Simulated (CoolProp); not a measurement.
The fluid at 389.85 K and 6.69 MPa is throttled through a valve to 3.3 MPa with no heat exchange. The same conditions are run with several fluids, on thermodynamics alone (safety and materials aside).

The numbers come from the reference Helmholtz-energy equation of state of each fluid (ethane: Bücker 2006; propane: Lemmon 2009; R404A: Lemmon 2003; n-perfluorobutane: Gao 2022; oxygen: Schmidt 1985) in CoolProp. Blends and air are pseudo-pure fits.

Problem. Rank ethane, propane, R404A, n-perfluorobutane, oxygen by temperature change (K), highest first.

Solution. n-perfluorobutane (-3.7), oxygen (-4.6), ethane (-20.7), R404A (-33.1), propane (-33.9)

| fluid | final phase | final density (kg/m³) |
|---|---|---|
| ethane | gas | 37.3 |
| propane | two-phase, vapour fraction 0.687 | 120 |
| R404A | gas | 171 |
| n-perfluorobutane | liquid | 1030 |
| oxygen | gas | 33.0 |

Above 300 K oxygen's equation is extrapolated.
